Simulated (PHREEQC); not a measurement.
1 kg of water holding 0.086 mol NaCl and 0.032 mol KOH meets 20 L of dry gas (CO2 0.74, CH4 0.26 by moles) at fixed total pressure, at 80 °C; fugacities by Peng-Robinson. The gases take part in no redox reaction, some water evaporates into the gas, and hydrates or a liquid gas phase aren't modelled. Nothing may precipitate in this run.

Model: ion-association model, phreeqc.dat, run in PHREEQC.

```tsv
P (atm)	dissolved CO2 (all carbonate carbon) (mol/kgw)	φ of CO2	p of CO2 (atm)	dissolved CH4 (mol/kgw)	φ of CH4	p of CH4 (atm)
2	0.0458	0.994	1.12	0.000386	1.000	0.411
5	0.0724	…	3.32	0.00112	0.996	1.20
10	…	0.968	7.00	0.00231	0.991	2.51
20	0.197	0.937	14.4	0.00463	0.982	5.13
30	…	0.907	21.7	0.00685	0.973	7.74
40	0.343	0.878	29.1	0.00899	0.965	10.4
50	…	0.849	36.4	0.0110	0.958	13.0
75	0.544	0.782	54.8	0.0159	0.944	19.5
100	0.650	0.720	73.2	0.0204	0.936	25.9
150	0.788	0.616	110	0.0288	0.931	38.9
200	0.869	…	147	0.0362	0.930	51.7
300	0.970	0.453	220	0.0481	0.922	77.5
400	1.04	0.411	293	0.0575	0.924	103
```

Task: Fill in the missing entries.

Result: 
- 5, φ of CO2: 0.984
- 10, dissolved CO2 (all carbonate carbon) (mol/kgw): 0.115
- 30, dissolved CO2 (all carbonate carbon) (mol/kgw): 0.273
- 50, dissolved CO2 (all carbonate carbon) (mol/kgw): 0.407
- 200, φ of CO2: 0.541

Away from 25 °C the constants follow the database's enthalpies or fits; those with neither stay at their 25 °C values.
